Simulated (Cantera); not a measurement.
NO annealing gas

An isothermal, constant-pressure homogeneous reactor starts with NO : N2 = 1 : 4.7 (molar parts), at 1900 K and 120000 Pa.

Computed with Cantera and GRI-Mech 3.0 (53 species, 325 reactions).

```json
[
 {"t (s)": "0.000800", "x NO": "0.175", "x N2O": "9.59e-6", "x NO2": "1.52e-5", "x N2": "0.825", "x O": "5.75e-6", "x O2": "1.18e-6"},
 {"t (s)": "0.00239", "x NO": "0.175", "x N2O": "1.36e-5", "x NO2": "3.75e-5", "x N2": "0.825", "x O": "1.28e-5", "x O2": "1.90e-5"},
 {"t (s)": "0.00711", "x NO": "0.175", "x N2O": "1.40e-5", "x NO2": "4.39e-5", "x N2": "0.825", "x O": "1.48e-5", "x O2": "0.000121"},
 {"t (s)": "0.0212", "x NO": "0.174", "x N2O": "1.39e-5", "x NO2": "4.62e-5", "x N2": "0.825", "x O": "1.55e-5", "x O2": "0.000439"},
 {"t (s)": "0.0632", "x NO": "0.173", "x N2O": "1.36e-5", "x NO2": "5.23e-5", "x N2": "0.826", "x O": "1.77e-5", "x O2": "0.00138"},
 {"t (s)": "0.189", "x NO": "0.167", "x N2O": "1.27e-5", "x NO2": "6.59e-5", "x N2": "0.829", "x O": "2.27e-5", "x O2": "0.00417"},
 {"t (s)": "0.562", "x NO": "0.151", "x N2O": "1.04e-5", "x NO2": "8.79e-5", "x N2": "0.837", "x O": "3.31e-5", "x O2": "0.0121"},
 {"t (s)": "1.68", "x NO": "0.113", "x N2O": "5.86e-6", "x NO2": "0.000100", "x N2": "0.856", "x O": "4.97e-5", "x O2": "0.0310"},
 {"t (s)": "5.00", "x NO": "0.0541", "x N2O": "1.50e-6", "x NO2": "6.57e-5", "x N2": "0.885", "x O": "6.80e-5", "x O2": "0.0606"}
]
```
x: mole fraction; the columns are a selection and need not sum to one.

Equilibrium at this temperature and pressure: NO 0.00395, N2O 2.64e-7, NO2 5.68e-6, N2 0.910, O 8.02e-5, O2 0.0857 (gas phase only).
